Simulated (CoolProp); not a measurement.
Computed with CoolProp (reference Helmholtz-energy equation of state, Gao 2022).

### Question
Give the vapour pressure (bar), vapour density (kg/m³) of saturated n-perfluoropentane at 294, 312, 365.9 K.

### Answer
```tsv
T (K)	p (bar)	vapour density (kg/m³)
294	0.735	9.07
312	1.42	17.0
365.9	6.51	79.2
```
